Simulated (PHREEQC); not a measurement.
A PHREEQC input (ion-association model, phreeqc.dat):

```
SOLUTION 1
  temp 80
  units mg/kgw
  pH 6.67
  pe 0
  Na 0.241
  K 0.00842
  Ca 0.692
  Mg 0.156
  Cl 0.56
  S(6) 0.982 as SO4
  Alkalinity 1.25 as HCO3
  Sr 0.00183
  Si 0.00159 as SiO2
  Zn 0.000858
  B 0.014
  Ba 0.0074
END
USE solution 1
EQUILIBRIUM-PHASES 1
  Gypsum 0 0
  Quartz 0 0.5
  CO2(g) -3.4 10
END
```

The run finishes with these warnings:
```
WARNING: Unknown input, no keyword has been specified.
WARNING: 	  Gypsum 0 0
WARNING: 	  Quartz 0 0.5
WARNING: 	  CO2(g) -3.4 10
```

Its last state differs from that of the intended input:

```csv
quantity,as run,intended
pH,6.67,6.85
ionic strength (mol/kgw),9.13e-5,9.12e-5
HCO3- (mol/kgw),1.94e-5,1.66e-5
CO2 (mol/kgw),8.94e-6,5.03e-6
H3SiO4- (mol/kgw),7.31e-11,2.12e-6
H2BO3- (mol/kgw),8.18e-9,1.24e-8
SI of Quartz (SiO2),-4.28,+0.00
```

The fault: the keyword misspelt. The line should read `EQUILIBRIUM_PHASES 1` where the input has `EQUILIBRIUM-PHASES 1`.
